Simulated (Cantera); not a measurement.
Input: 1 mol C2H4, 0.045 mol CO2, held at 1800 Torr.

Method: chemical equilibrium by Gibbs-energy minimisation in Cantera with the NASA 1993 tables (ideal gas, pure condensed phases). Candidate condensed phases: C, C6H6, C7H8, C8H18, H2O; 110 gas species. Equilibrium is a limit: real reactors are often held back by kinetics, nucleation or transport. All values below are at 1323 K.

Base state: H2 0.942, CO 0.0430, CH4 0.0145, H2O 0.000712, CO2 1.75e-5 (mole fractions); condensed: C(graphite).

Problem. What changes in the equilibrium state with this change: CO2 from 0.045 to 0.021 mol?

Solution. 
```csv
species,before,after
H2,0.942,0.964
CO,0.0430,0.0205
CH4,0.0145,0.0152
CO2,1.75e-5,4.00e-6
H2O,0.000712,0.000348
"C(graphite), mol",1.93,1.95
```
